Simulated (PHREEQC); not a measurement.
Dissolve 0.0051 mol KHCO3 and 0.29 mol KOH per kg of water at 20 °C. Closed to the air; pH follows from the charge balance.

Model: Pitzer model, pitzer.dat, run in PHREEQC.

This is a speciation only: nothing precipitates in the calculation.

What pH, specific conductance, activity of water does the model give?

pH 13.51; specific conductance 53000 µS/cm; activity of water 0.990.

Complexes and solids missing from the database can't appear.
